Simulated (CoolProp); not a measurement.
A Linde-Hampson liquefier for oxygen: isothermal reversible compression at 280 K from 1 atm to 15 MPa, throttling to 1 atm, return gas leaving the recuperator 5 K below the feed. Each further row changes one setting.

The numbers come from the reference Helmholtz-energy equation of state, Schmidt 1985 in CoolProp.

```json
[
 {"case": "as stated", "liquid yield per pass": "0.091", "compression work (kJ/kg of gas)": "356"},
 {"case": "high pressure 30 MPa", "liquid yield per pass": "0.156", "compression work (kJ/kg of gas)": "402"},
 {"case": "warm-end temperature 310 K", "liquid yield per pass": "0.065", "compression work (kJ/kg of gas)": "398"},
 {"case": "warm-end gap 10 K", "liquid yield per pass": "0.080", "compression work (kJ/kg of gas)": "356"}
]
```

Above 300 K oxygen's equation is extrapolated.
